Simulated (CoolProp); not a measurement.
Vapour-liquid equilibrium of CH2F2 (R32) (1) + R134a (2) at -5.45 °C; x and y are mole fractions of (1).

Model: multi-fluid Helmholtz-energy mixture model, Tillner-Roth 1997 and Tillner-Roth 1994; pair parameters Lemmon 2004, in CoolProp.

```tsv
x	bubble pressure (MPa)	y at the bubble point	dew pressure at overall composition x (MPa)	liquid density (mol/L)
0.05	0.2615	0.124	0.2478	13.11
0.2	0.3273	0.395	0.2773	13.90
0.35	0.3920	0.578	0.3142	14.79
0.5	0.4566	0.713	0.3616	15.82
0.65	0.5218	0.819	0.4240	17.00
0.8	0.5885	0.906	0.5089	18.38
0.95	0.6571	0.978	0.6287	20.02
```

No azeotrope shows between x = 0.05 and 0.95.

The pair parameters rest on a limited set of measurements; away from them the model extrapolates.
